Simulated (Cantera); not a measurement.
Charge: 1 mol Al(CH₃)₃, 44 mol N₂O, 19 mol H₂, equilibrated at 1875 K and 750 Torr.

These are equilibrium values from Cantera (NASA tables, ideal gas, pure condensed phases), not measurements of a reactor. Candidate condensed phases: Al, AlN, Al₂O₃, C, C₆H₆, C₇H₈, C₈H₁₈, H₂O; 148 gas species. The feed counts by its element totals alone. Gases not in the tables: Al(OH)₃. Kinetics and transport are ignored.

Base state: N₂ 0.570, H₂O 0.304, O₂ 0.0826, CO₂ 0.0389, NO 0.00283, OH 0.00147, H₂ 0.000112, O 6.91e-5 (mole fractions); condensed: Al₂O₃(s).

Problem. What changes in the equilibrium state with this change: temperature from 1875 K to 1523.15 K?

Solution. 
```csv
species,before,after
N₂,0.570,0.571
H₂O,0.304,0.305
O₂,0.0826,0.0840
NO,0.00283,0.000737
OH,0.00147,0.000133
CO₂,0.0389,0.0390
CO,5.86e-5,9.26e-7
O,6.91e-5,1.60e-6
"Al₂O₃(s), mol",0.500,0.500
```
